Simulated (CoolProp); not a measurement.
Vapour-liquid equilibrium of ethanol (1) + toluene (2) at 1.54 MPa; x and y are mole fractions of (1).

The numbers come from the multi-fluid Helmholtz-energy mixture model, Schroeder 2014 and Lemmon 2006; pair parameters Bell 2016 in CoolProp.

| x | bubble temperature, mixture model (°C) | bubble temperature, Raoult's law (°C) | y, mixture model | y, Raoult's law |
|---|---|---|---|---|
| 0.05 | 225.7 | 234.6 | 0.228 | 0.181 |
| 0.15 | 202.9 | 219.8 | 0.481 | 0.420 |
| 0.25 | 191.4 | 208.9 | 0.597 | 0.573 |
| 0.35 | 184.8 | 200.3 | 0.663 | 0.682 |
| 0.45 | 180.6 | 193.3 | 0.710 | 0.763 |
| 0.55 | 177.4 | 187.4 | 0.751 | 0.826 |
| 0.65 | 174.8 | 182.3 | 0.793 | 0.877 |
| 0.75 | 172.6 | 177.8 | 0.839 | 0.920 |
| 0.85 | 170.7 | 173.8 | 0.895 | 0.955 |
| 0.95 | 169.2 | 170.3 | 0.961 | 0.986 |

The largest gap from Raoult's law is -17.5 K in bubble temperature, at x = 0.25. No azeotrope shows between x = 0.05 and 0.95.

Pair parameters are fitted to limited data, so mixtures are less certain than the pure fluids.
